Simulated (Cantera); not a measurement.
What does this Cantera script print?

```python
import numpy as np
import cantera as ct

gas = ct.Solution("gri30.yaml")


def delay(T, t_max=10):
    gas.TPX = T, 2600000, {'C3H8': 0.49, 'O2': 3.33, 'N2': 12.5, 'CO2': 0.45}
    reactor = ct.IdealGasConstPressureReactor(gas, clone=False)
    net = ct.ReactorNet([reactor])
    net.rtol, net.atol = 1e-8, 1e-16
    while net.time < t_max:
        t_old, T_old = net.time, reactor.T
        net.step()
        if reactor.T > T + 400:  # ignition: a rise of 400 K
            return t_old + (T + 400 - T_old) / (reactor.T - T_old) * (net.time - t_old)
    return np.nan


taus = []
for T in [1198, 1273, 1348, 1423, 1498, 1573, 1648, 1723, 1798, 1873]:
    taus.append(delay(T))
    print(f"T0 = {T:6g} K   tau = {taus[-1]:.4e} s")
```

Output:

```
T0 =   1198 K   tau = 7.9443e-04 s
T0 =   1273 K   tau = 2.4253e-04 s
T0 =   1348 K   tau = 8.0285e-05 s
T0 =   1423 K   tau = 2.9636e-05 s
T0 =   1498 K   tau = 1.2405e-05 s
T0 =   1573 K   tau = 5.8893e-06 s
T0 =   1648 K   tau = 3.1370e-06 s
T0 =   1723 K   tau = 1.8469e-06 s
T0 =   1798 K   tau = 1.1837e-06 s
T0 =   1873 K   tau = 8.1447e-07 s
```

Model: GRI-Mech 3.0 (53 species, 325 reactions), integrated in Cantera. GRI-Mech 3.0 was tuned for natural gas; its chemistry of propane as a main component is partial and can be far from experiment. The pressure lies above the range GRI-Mech 3.0 was tuned for (to about 10 atm).
